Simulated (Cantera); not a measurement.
A perfectly stirred reactor is fed with CH4 : O2 : N2 = 0.73 : 3.92 : 14.7 (molar parts), at 0.296 atm; it is adiabatic with a 625 K inlet, and is followed from long to short residence time, starting on the burning branch (τ in s: 0.039, 0.022, 0.013, 0.0072, 0.0041, 0.0024, 0.0013, 0.00077, 0.00044, 0.00025, 0.00014, 8.2e-05, 4.7e-05).

Computed with Cantera and GRI-Mech 3.0 (53 species, 325 reactions).

x: mole fraction; the columns are a selection and need not sum to one.

| τ (s) | T (K) | x CH4 | x O2 | x HCO | x NO2 | x CH2CO |
|---|---|---|---|---|---|---|
| 0.039 | 1476 | 5.85e-5 | 0.127 | 8.93e-8 | 1.39e-9 | 2.98e-9 |
| 0.022 | 1467 | … | 0.127 | … | … | … |
| 0.013 | 1457 | 0.000121 | 0.128 | 2.75e-7 | 8.92e-10 | 6.19e-9 |
| 0.0072 | 1440 | 0.000185 | 0.128 | 4.99e-7 | 7.34e-10 | 1.01e-8 |
| 0.0041 | 1418 | 0.000291 | 0.129 | 8.70e-7 | 6.03e-10 | 1.81e-8 |
| 0.0024 | 1388 | 0.000485 | 0.130 | 1.46e-6 | 4.75e-10 | 3.75e-8 |
| 0.0013 | 1333 | 0.00109 | 0.134 | 2.61e-6 | 3.10e-10 | 1.43e-7 |
| 0.00077 | 625 | 0.0377 | 0.203 | <1e-12 | <1e-12 | <1e-12 |
| 0.00044 | 625 | 0.0377 | 0.203 | <1e-12 | <1e-12 | <1e-12 |
| 0.00025 | 625 | 0.0377 | 0.203 | <1e-12 | <1e-12 | <1e-12 |
| 0.00014 | 625 | 0.0377 | 0.203 | <1e-12 | <1e-12 | <1e-12 |
| 8.2e-5 | 625 | 0.0377 | 0.203 | <1e-12 | <1e-12 | <1e-12 |
| 4.7e-5 | 625 | 0.0377 | 0.203 | <1e-12 | <1e-12 | <1e-12 |

Task: Some entries are withheld; supply them.

Result: 
- 0.022, x CH4: 8.48e-5
- 0.022, x HCO: 1.61e-7
- 0.022, x NO2: 1.09e-9
- 0.022, x CH2CO: 4.28e-9
